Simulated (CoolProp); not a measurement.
A closed Brayton cycle with carbon dioxide: compressor inlet 332.15 K and 10 MPa, high pressure 22.5 MPa, turbine inlet 955 K, compressor efficiency 0.85, turbine efficiency 0.93, recuperator effectiveness 0.9 (on enthalpy, no pinch check). Each further row changes one setting.

The numbers come from the reference Helmholtz-energy equation of state, Span 1996 in CoolProp.

```json
[
 {"case": "as stated", "thermal efficiency (%)": "35.8", "net work (kJ/kg)": "92.8", "compressor to turbine work": "0.29", "compressor exit (K)": "394.8", "turbine exit (K)": "843.9"},
 {"case": "turbine inlet 905 K", "thermal efficiency (%)": "…", "net work (kJ/kg)": "85.4", "compressor to turbine work": "0.31", "compressor exit (K)": "394.8", "turbine exit (K)": "…"},
 {"case": "compressor inlet 342.15 K", "thermal efficiency (%)": "35.2", "net work (kJ/kg)": "87.0", "compressor to turbine work": "0.34", "compressor exit (K)": "…", "turbine exit (K)": "843.9"},
 {"case": "high pressure 19.1 MPa", "thermal efficiency (%)": "33.3", "net work (kJ/kg)": "76.4", "compressor to turbine work": "…", "compressor exit (K)": "382.0", "turbine exit (K)": "865.8"},
 {"case": "recuperator effectiveness 0.5", "thermal efficiency (%)": "…", "net work (kJ/kg)": "92.8", "compressor to turbine work": "0.29", "compressor exit (K)": "394.8", "turbine exit (K)": "843.9"}
]
```

### Question
What belongs in the gaps?

### Answer

- turbine inlet 905 K, thermal efficiency (%): 34.7
- turbine inlet 905 K, turbine exit (K): 797.7
- compressor inlet 342.15 K, compressor exit (K): 411.8
- high pressure 19.1 MPa, compressor to turbine work: 0.28
- recuperator effectiveness 0.5, thermal efficiency (%): 19.6
